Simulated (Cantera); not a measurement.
Input (Python, Cantera) and output of one run.

```python
import numpy as np
import cantera as ct

gas_names = """
    H2O NbO2 H2O2
""".split()
cond_names = """
    Nb2O5(s) Nb2O5(L)
""".split()


def load(file, names, dense=False):
    # The tables refer to 1 bar. Condensed volumes are neglected.
    table = {s.name: s for s in ct.Species.list_from_file(file)}
    out = []
    for n in names:
        d = dict(table[n].input_data)
        d["thermo"] = dict(d["thermo"], **{"reference-pressure": 1e5})
        if dense:
            d["equation-of-state"] = {"model": "constant-volume", "density": "1e6 g/cm^3"}
        out.append(ct.Species.from_dict(d))
    return out


species = {s.name: s for s in load("nasa_gas.yaml", gas_names) + load("nasa_condensed.yaml", cond_names)}
# Each term lists the table entries of one substance; the one whose range holds T is used.
reactions = {
    'H2O(g) + Nb2O5 = 2 NbO2(g) + H2O2(g)':
        [(-1, ['H2O']), (-1, ['Nb2O5(s)', 'Nb2O5(L)']), (2, ['NbO2']), (1, ['H2O2'])],
}


def pick(names, T):
    return next(species[n] for n in names if species[n].thermo.min_temp <= T <= species[n].thermo.max_temp)


results = []
for label, terms in reactions.items():
    print(label)
    print("     T/K   dH/kJ  dS/(J/K)   dG/kJ   log10 K")
    for T in [2598, 2648, 2698, 2748, 2798, 2848, 2898, 2948, 2998]:
        used = [(nu, pick(names, T)) for nu, names in terms]
        dH = sum(nu * s.thermo.h(T) for nu, s in used) / 1e6
        dS = sum(nu * s.thermo.s(T) for nu, s in used) / 1e3
        dG = dH - T * dS / 1e3
        logK = -dG * 1e6 / (ct.gas_constant * T * np.log(10))
        results.append((label, T, dH, dS, dG, logK, [s.name for _, s in used]))
        print(f"{T:8g} {dH:8.1f} {dS:8.1f} {dG:8.1f} {logK:8.2f}")
```

Output:

```
H2O(g) + Nb2O5 = 2 NbO2(g) + H2O2(g)
     T/K   dH/kJ  dS/(J/K)   dG/kJ   log10 K
    2598   1352.4    283.1    616.9   -12.40
    2648   1347.2    281.1    602.8   -11.89
    2698   1342.0    279.2    588.8   -11.40
    2748   1336.8    277.3    574.9   -10.93
    2798   1331.6    275.4    561.1   -10.47
    2848   1326.3    273.5    547.3   -10.04
    2898   1321.1    271.7    533.7    -9.62
    2948   1315.9    269.9    520.2    -9.22
    2998   1310.7    268.2    506.7    -8.83
```

Source: NASA polynomial tables (part measured, part estimated), evaluated in Cantera. Condensed species are held in their standard states even where they would react or evaporate.
